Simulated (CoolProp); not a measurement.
The numbers come from the reference Helmholtz-energy equation of state, Akasaka 2023 in CoolProp.

Problem. Give the vapour pressure (MPa), liquid density (kg/m³), vapour density (kg/m³), liquid cp (kJ/(kg K)) of saturated R1336mzz(E) at 270.5, 312 K.

Solution. 
```
T (K)  p (MPa)  liquid density (kg/m³)  vapour density (kg/m³)  liquid cp (kJ/(kg K))
-----  -------  ----------------------  ----------------------  ---------------------
270.5   0.0648                    1400                    4.90                   1.21
312      0.307                    1280                    21.8                   1.27
```
